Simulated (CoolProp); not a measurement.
Vapour-liquid equilibrium of R125 (1) + dimethyl ether (2) at 3.52 bar; x and y are mole fractions of (1).

Model: multi-fluid Helmholtz-energy mixture model, Lemmon 2005 and Wu 2011; pair parameters Bell 2016, in CoolProp.

Q: Give the bubble temperature and the first vapour's composition at x = 0.05, 0.5, 0.8. Is there an azeotrope?

A: x = 0.05: 280.6 K, y = 0.071; x = 0.5: 270.4 K, y = 0.681; x = 0.8: 260.3 K, y = 0.934. No azeotrope shows between x = 0.05 and 0.95.

Pair parameters are fitted to limited data, so mixtures are less certain than the pure fluids.
